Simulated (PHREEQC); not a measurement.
Consider water at 47 °C with 160 mmol/kgw MgBr2, 0.24 mmol/kgw NaOH and 0.32 mmol/kgw SrBr2. Closed to the air; pH follows from the charge balance.

Model: ion-association model, wateq4f.dat, run in PHREEQC.

No solid was allowed to form.

Task: What activity of water does the model give?

Result: activity of water 0.992.

At this temperature some constants are extrapolated from 25 °C, and those without enthalpy data are left unchanged.
